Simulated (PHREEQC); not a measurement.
Solution (80 °C and 300 atm): 0.064 mol/kgw HNO3, 0.047 mol/kgw AlCl3 and 0.00031 mol/kgw CuCl2. Closed to the air; pH follows from the charge balance.

Computed with PHREEQC (ion-association model, phreeqc.dat).

| Property | Value |
|---|---|
| pH | 1.31 |
| ionic strength | 0.346 mol/kgw |
| specific conductance | 75700 µS/cm |
| density | 0.992 g/cm³ |
| total alkalinity | -64.0 meq/kg |

```json
[
 {"species": "Cl-", "molality": "0.141", "activity": "0.0922", "log γ": "-0.186"},
 {"species": "H+", "molality": "0.0641", "activity": "0.0488", "log γ": "-0.118"},
 {"species": "NO3-", "molality": "0.0640", "activity": "0.0398", "log γ": "-0.207"},
 {"species": "Al+3", "molality": "0.0469", "activity": "0.00404", "log γ": "-1.065"},
 {"species": "Cu+2", "molality": "0.000159", "activity": "3.98e-5", "log γ": "-0.602"},
 {"species": "CuCl+", "molality": "0.000147", "activity": "9.61e-5", "log γ": "-0.184"},
 {"species": "AlOH+2", "molality": "9.21e-5", "activity": "2.13e-5", "log γ": "-0.637"},
 {"species": "CuCl2", "molality": "4.14e-6", "activity": "4.49e-6", "log γ": "0.035"},
 {"species": "Al(OH)2+", "molality": "1.48e-7", "activity": "1.03e-7", "log γ": "-0.159"},
 {"species": "CuCl3-", "molality": "1.23e-8", "activity": "8.03e-9", "log γ": "-0.184"}
]
```

No solid was allowed to form. Species that the database lacks are ignored. Under pressure, the constants of complexes without a molar volume in the database are unreliable. Away from 25 °C the constants follow the database's enthalpies or fits; those with neither stay at their 25 °C values.
